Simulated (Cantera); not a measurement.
Diamond growth

A diamond (100) surface in a fixed gas of H2 with x(CH4) = 0.026, x(H) = 0.00082, x(CH3) = 2.9e-05, at 1175 K; coverages are run to steady state.

Model: the Harris–Goodwin 1993 mechanism for the reconstructed diamond (100) surface, integrated in Cantera.

```csv
P (Pa),growth (µm/h),θ c6HH,θ c6H*,θ c6*H,θ c6**,θ c6HM
400,0.00573,0.481,0.0345,0.465,0.0200,6.69e-5
790,0.0131,0.480,0.0345,0.465,0.0199,0.000133
1600,0.0328,0.480,0.0345,0.464,0.0199,0.000266
3100,0.0842,0.480,0.0345,0.464,0.0199,0.000502
6100,0.239,0.480,0.0345,0.464,0.0199,0.000936
12000,0.712,0.479,0.0344,0.463,0.0199,0.00167
24000,2.17,0.479,0.0344,0.462,0.0199,0.00279
47000,6.03,0.478,0.0344,0.461,0.0198,0.00417
```
θ: site fractions in the mechanism's names (c6HH fully hydrogenated, c6H* and c6*H radical sites, c6** diradical, c6HM methylated).
